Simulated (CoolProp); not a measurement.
Saturation properties of cyclohexane (Tc = 280.5 °C, pc = 4.081 MPa, ω = 0.209).

Values from CoolProp's reference Helmholtz-energy equation of state, Zhou 2014.

```
T (°C)  p (MPa)  liquid density (kg/m³)  vapour density (kg/m³)  liquid cp (kJ/(kg K))  liquid viscosity (µPa s)
------  -------  ----------------------  ----------------------  ---------------------  ------------------------
139.65   0.4470                   656.0                   12.27                  2.444                       224
142.05   0.4701                   653.2                   12.89                  2.458                       220
144.55   0.4951                   650.2                   13.55                  2.473                       215
146.95   0.5200                   647.4                   14.22                  2.488                       210
149.45   0.5470                   644.4                   14.94                  2.503                       206
151.85   0.5738                   641.6                   15.66                  2.518                       201
154.35   0.6028                   638.5                   16.44                  2.534                       197
156.75   0.6317                   635.6                   17.22                  2.549                       193
159.25   0.6628                   632.5                   18.06                  2.565                       189
161.65   0.6937                   629.5                   18.90                  2.581                       185
164.15   0.7270                   626.4                   19.80                  2.598                       181
166.55   0.7601                   623.4                   20.71                  2.614                       178
169.05   0.7957                   620.2                   21.69                  2.631                       174
171.55   0.8326                   616.9                   22.71                  2.649                       170
173.95   0.8691                   613.8                   23.72                  2.666                       167
```

It boils at 80.7 °C under 1 atm.

Viscosity comes from a separate model (Tariq 2014).
